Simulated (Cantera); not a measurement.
Input (Python, Cantera):

```python
import numpy as np
import cantera as ct

gas = ct.Solution("SiF4_NH3_mec.yaml", "gas")
gas.TPX = 2075, 101325, {'NH3': 1, 'N2': 1.3}
reactor = ct.IdealGasConstPressureReactor(gas, energy="off", clone=False)
net = ct.ReactorNet([reactor])
net.rtol, net.atol = 1e-08, 1e-18
show = ['NH3', 'NH2', 'NH', 'N', 'N2H4', 'H']
times = np.geomspace(7e-06, 20, 13)

steps = ct.SolutionArray(gas, extra=["t"])
rows = []
print(f"{'t/s':>10s}{'T/K':>9s}{'P/Pa':>11s}" + "".join(f"{s:>11s}" for s in show))
for t in times:
    while net.time < t:
        t_next = net.step()
        steps.append(gas.state, t=t_next)
    rows.append([np.interp(t, steps.t, y) for y in (steps.T, steps.P, *steps(*show).X.T)])
    print(f"{t:10.3e}{rows[-1][0]:9.1f}{rows[-1][1]:11.4g}" + "".join(f"{x:11.3e}" for x in rows[-1][2:]))
rate = np.gradient(steps.T, steps.t)
print("integrator steps:", len(steps.t))
if steps.T.max() > steps.T[0] + 200:
    print(f"time of steepest temperature rise: {steps.t[rate.argmax()]:.4e} s")
gas.TPX = 2075, 101325, {'NH3': 1, 'N2': 1.3}
gas.equilibrate("TP")
print(f"equilibrium (TP): T = {gas.T:.1f} K  " + "  ".join(f"{s} {gas[s].X[0]:.3e}" for s in show))
```

Output:

```
       t/s      T/K       P/Pa        NH3        NH2         NH          N       N2H4          H
 7.000e-06   2075.0  1.013e+05  4.346e-01  1.422e-04  1.513e-07  1.522e-10  5.205e-09  8.912e-07
 2.416e-05   2075.0  1.013e+05  4.342e-01  4.795e-04  2.088e-06  4.646e-09  5.978e-08  1.087e-06
 8.338e-05   2075.0  1.013e+05  4.325e-01  1.194e-03  8.856e-06  3.021e-08  3.719e-07  3.091e-06
 2.878e-04   2075.0  1.013e+05  4.265e-01  1.336e-03  1.227e-05  1.169e-07  4.655e-07  1.013e-05
 9.933e-04   2075.0  1.013e+05  4.063e-01  1.187e-03  1.510e-05  3.782e-07  3.676e-07  3.021e-05
 3.428e-03   2075.0  1.013e+05  3.457e-01  9.590e-04  1.786e-05  8.679e-07  2.400e-07  8.747e-05
 1.183e-02   2075.0  1.013e+05  2.089e-01  6.404e-04  1.706e-05  1.264e-06  1.070e-07  2.433e-04
 4.084e-02   2075.0  1.013e+05  5.030e-02  2.358e-04  1.067e-05  1.354e-06  1.450e-08  6.313e-04
 1.409e-01   2075.0  1.013e+05  1.867e-03  1.987e-05  2.106e-06  6.262e-07  1.027e-10  1.610e-03
 4.865e-01   2075.0  1.013e+05  1.768e-04  2.084e-06  2.456e-07  8.108e-08  1.130e-12  1.790e-03
 1.679e+00   2075.0  1.013e+05  4.154e-05  4.904e-07  5.788e-08  1.914e-08  6.258e-14  1.793e-03
 5.795e+00   2075.0  1.013e+05  1.184e-05  1.397e-07  1.650e-08  5.456e-09  5.083e-15  1.793e-03
 2.000e+01   2075.0  1.013e+05  4.779e-06  5.643e-08  6.662e-09  2.203e-09  8.308e-16  1.793e-03
integrator steps: 1673
equilibrium (TP): T = 2075.0 K  NH3 4.057e-06  NH2 4.790e-08  NH 5.655e-09  N 1.870e-09  N2H4 5.993e-16  H 1.793e-03
```

Detailed kinetics in Cantera: the gas-phase N/H chemistry of the illustrative SiF4/NH3 mechanism in the Surface Chemkin manual (1991). Walls and surfaces, which speed up NH3 decomposition in real reactors, are not modelled.
